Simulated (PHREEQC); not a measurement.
A solution holds 0.00045 mol HF and 0.16 mol Na2SO4 per kg of water, at 85 °C. Closed to the air; pH follows from the charge balance.

The numbers come from PHREEQC with the ion-association model, wateq4f.dat.

This is a speciation only: nothing precipitates in the calculation.

Q: Order these S species by the share of S that they hold, largest first: SO4-2, NaSO4-, HSO4-.

A: SO4-2 (73 %), NaSO4- (27 %), HSO4- (0.24 %)

The pH is 4.61 and the ionic strength 0.394 mol/kgw. Complexes and solids missing from the database can't appear. At this temperature some constants are extrapolated from 25 °C, and those without enthalpy data are left unchanged.
